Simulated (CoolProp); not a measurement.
The fluid at 461.47 K and 2.5 MPa flows at 3.4 m/s in a round tube of 100 mm bore and 45 µm roughness, fully developed (64/Re and Nu = 3.66 if laminar; Colebrook and Gnielinski if turbulent). The same conditions are run with several fluids, on thermodynamics alone (safety and materials aside).

Computed with CoolProp (reference Helmholtz-energy equation of state of each fluid (sulfur hexafluoride: Guder 2009; R507A: Lemmon 2003; R410A: Lemmon 2003; R143a: Lemmon and Jacobsen 2000; c-C4F8 (RC318): Platzer 1990)). The equations of Platzer and Polt are older, rougher fits. Blends and air are pseudo-pure fits.

Q: Rank sulfur hexafluoride, R507A, R410A, R143a, c-C4F8 (RC318) by Reynolds number, highest first.

A: c-C4F8 (RC318) (2590000), sulfur hexafluoride (1470000), R507A (1230000), R143a (1130000), R410A (842000)

```
fluid                Darcy friction factor  pressure drop (Pa/m)  heat-transfer coefficient (W/(m² K))  mass flow (kg/h)
-------------------  ---------------------  --------------------  ------------------------------------  ----------------
sulfur hexafluoride                 0.0167                  97.3                                   702              9700
R507A                               0.0168                  68.1                                   634              6750
R410A                               0.0170                  49.5                                   435              4860
R143a                               0.0168                  58.2                                   639              5760
c-C4F8 (RC318)                      0.0165                   150                                  1270             15100
```

Transport values come from each fluid's own correlations; those of R143a, c-C4F8 (RC318) are estimates that may be off by 10 % or more.
